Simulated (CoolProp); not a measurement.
The numbers come from the reference Helmholtz-energy equation of state, Wu 2012 in CoolProp.

Question: For fluoroethane (R161), give the phase and the cv (kJ/(kg K)), Joule-Thomson coefficient (K/MPa), isothermal compressibility (1/MPa), expansivity (1/kK) at 145.8 K and 5 MPa; 408.2 K and 5 MPa; 164.3 K and 5 MPa.

Answer: 
- 145.8 K and 5 MPa: liquid; cv 1.54, Joule-Thomson coefficient -0.407, isothermal compressibility 0.000522, expansivity 1.37
- 408.2 K and 5 MPa: gas; cv 1.61, Joule-Thomson coefficient 9.35, isothermal compressibility 0.317, expansivity 8.35
- 164.3 K and 5 MPa: liquid; cv 1.46, Joule-Thomson coefficient -0.421, isothermal compressibility 0.000623, expansivity 1.38
